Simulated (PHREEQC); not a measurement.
PHREEQC input (ion-association model, phreeqc.dat):

```
SOLUTION 0
  temp 25
  units mmol/kgw
  pH 7 charge
  Cl 86.81
  Ba 35
  Li 14
  K 2.8
  O(0) 1 O2(g) -0.68
SOLUTION 1-40
  temp 25
  units mmol/kgw
  pH 7 charge
  Cl 4.01
  Cd 2
  O(0) 1 O2(g) -0.68
END
EXCHANGE 1-40
  X 0.15
  -equilibrate 1
END
SELECTED_OUTPUT 1
  -reset false
  -pH true
  -pe true
  -ionic_strength true
  -water true
  -step true
  -totals Ba Cd Cl K Li
  -molalities LiX CdX2 BaX2 KX
  -saturation_indices Sylvite Cd(OH)2
PRINT
  -reset false
TRANSPORT
  -cells 40
  -shifts 240
  -lengths 0.005
  -time_step 60
  -dispersivities 0.007
  -boundary_conditions flux flux
  -correct_disp true
  -punch_cells 40
  -punch_frequency 8
END
```

Selected output (columns that matter, 21 of 31 rows; pore volumes added in front):

```
pore volumes	pH	mu	Ba	Cd	Cl	K	Li	m_LiX	m_CdX2	m_BaX2	m_KX	si_Sylvite	si_Cd(OH)2
0	5.029	0.0051908	0	0.002	0.00401	0	0	0	0.075	0	0	-1000	-6.5237
0.4125	5.0291	0.0052243	0	0.0020144	0.0040388	0	9.222e-12	1.1442e-11	0.075	0	0	-1000	-6.5214
0.6125	5.0348	0.008771	0	0.0036291	0.0072694	2.1306e-18	1.146e-06	1.1214e-06	0.074999	0	1.2563e-17	-20.865	-6.3389
0.8125	5.0431	0.024645	5.8673e-25	0.012451	0.025088	1.9396e-12	0.00017686	0.00011176	0.074944	9.1759e-24	7.3856e-12	-14.48	-6.0355
1.2125	5.0382	0.056217	3.0684e-15	0.03319	0.070786	1.0719e-07	0.0043953	0.0021073	0.073946	2.7622e-14	3.0966e-07	-9.3987	-5.9068
1.6125	5.0377	0.065451	4.5595e-11	0.036979	0.084754	8.7275e-06	0.010776	0.0051196	0.072428	4.0306e-10	2.4985e-05	-7.4192	-5.9281
1.8125	5.0384	0.066624	1.3522e-09	0.036577	0.086171	3.537e-05	0.012972	0.0062253	0.071836	1.2196e-08	0.00010228	-6.8014	-5.9413
2.0125	5.039	0.067132	2.8452e-08	0.036037	0.086623	0.00010935	0.014429	0.0069842	0.071348	2.6104e-07	0.00031892	-6.306	-5.9515
2.4125	5.04	0.067564	9.3499e-06	0.035144	0.086796	0.00064152	0.015838	0.0077311	0.070104	8.7251e-05	0.0018869	-5.5323	-5.9655
2.8125	5.0447	0.071859	0.0027512	0.03131	0.086809	0.0025335	0.016143	0.006993	0.047976	0.02022	0.0066133	-4.9198	-6.0247
3.0125	5.0656	0.094942	0.018077	0.015834	0.08681	0.0035463	0.015431	0.0044805	0.0099681	0.059689	0.0062047	-4.7155	-6.3532
3.2125	5.0806	0.11297	0.029456	0.0049077	0.08681	0.0034737	0.014598	0.0035603	0.002045	0.068622	0.005105	-4.6859	-6.8814
3.6125	5.0868	0.12078	0.034315	0.00050364	0.08681	0.0030754	0.014088	0.0032397	0.00018184	0.071068	0.0042614	-4.724	-7.8772
4.0125	5.0874	0.12165	0.034883	5.9798e-05	0.08681	0.0029015	0.014013	0.0032031	2.128e-05	0.071379	0.0039963	-4.7478	-8.8033
4.2125	5.0875	0.12174	0.034946	2.1243e-05	0.08681	0.0028613	0.014005	0.0031994	7.5495e-06	0.071423	0.0039386	-4.7538	-9.2528
4.4125	5.0875	0.12178	0.034973	7.6456e-06	0.08681	0.002837	0.014002	0.003198	2.7157e-06	0.071446	0.0039042	-4.7574	-9.6966
4.8125	5.0875	0.1218	0.034992	1.0178e-06	0.08681	0.0028135	0.014	0.0031971	3.6142e-07	0.071465	0.0038714	-4.761	-10.572
5.2125	5.0875	0.12181	0.034997	1.3889e-07	0.08681	0.0028049	0.014	0.003197	4.9318e-08	0.071472	0.0038595	-4.7623	-11.437
5.4125	5.0875	0.12181	0.034998	5.1646e-08	0.08681	0.002803	0.014	0.003197	1.8338e-08	0.071473	0.0038568	-4.7626	-11.867
5.6125	5.0875	0.12181	0.034999	1.927e-08	0.08681	0.0028018	0.014	0.0031969	6.8423e-09	0.071474	0.0038552	-4.7628	-12.295
6.0125	5.0875	0.12181	0.035	2.705e-09	0.08681	0.0028007	0.014	0.0031969	9.6045e-10	0.071475	0.0038536	-4.763	-13.148
```

Species that the database lacks are ignored.
